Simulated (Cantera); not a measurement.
A diamond (100) surface in a fixed gas of H2 with x(CH4) = 0.013, x(H) = 0.03, x(CH3) = 1.2e-05, 0.296 atm; coverages are run to steady state.

Cantera simulation using the Harris–Goodwin 1993 mechanism for the reconstructed diamond (100) surface; the numbers are that mechanism's predictions, not measurements.

θ: site fractions in the mechanism's names (c6HH fully hydrogenated, c6H* and c6*H radical sites, c6** diradical, c6HM methylated).

```json
[
 {"T (K)": "950", "growth (µm/h)": "1.52", "θ c6HH": "0.643", "θ c6H*": "0.0159", "θ c6*H": "0.334", "θ c6**": "0.00695", "θ c6HM": "0.000273"},
 {"T (K)": "1025", "growth (µm/h)": "?", "θ c6HH": "?", "θ c6H*": "?", "θ c6*H": "?", "θ c6**": "?", "θ c6HM": "?"},
 {"T (K)": "1100", "growth (µm/h)": "?", "θ c6HH": "?", "θ c6H*": "?", "θ c6*H": "?", "θ c6**": "?", "θ c6HM": "?"},
 {"T (K)": "1175", "growth (µm/h)": "3.55", "θ c6HH": "0.455", "θ c6H*": "0.0377", "θ c6*H": "0.479", "θ c6**": "0.0280", "θ c6HM": "0.000109"},
 {"T (K)": "1250", "growth (µm/h)": "3.92", "θ c6HH": "0.405", "θ c6H*": "0.0458", "θ c6*H": "0.509", "θ c6**": "0.0391", "θ c6HM": "7.59e-5"},
 {"T (K)": "1325", "growth (µm/h)": "3.60", "θ c6HH": "0.363", "θ c6H*": "0.0538", "θ c6*H": "0.531", "θ c6**": "0.0522", "θ c6HM": "4.43e-5"},
 {"T (K)": "1400", "growth (µm/h)": "2.78", "θ c6HH": "0.326", "θ c6H*": "0.0616", "θ c6*H": "0.546", "θ c6**": "0.0669", "θ c6HM": "2.00e-5"}
]
```

Q: Fill in the missing entries.

A: 
- 1025, growth (µm/h): 2.16
- 1025, θ c6HH: 0.574
- 1025, θ c6H*: 0.0225
- 1025, θ c6*H: 0.391
- 1025, θ c6**: 0.0120
- 1025, θ c6HM: 0.000199
- 1100, growth (µm/h): 2.87
- 1100, θ c6HH: 0.511
- 1100, θ c6H*: 0.0298
- 1100, θ c6*H: 0.440
- 1100, θ c6**: 0.0189
- 1100, θ c6HM: 0.000148
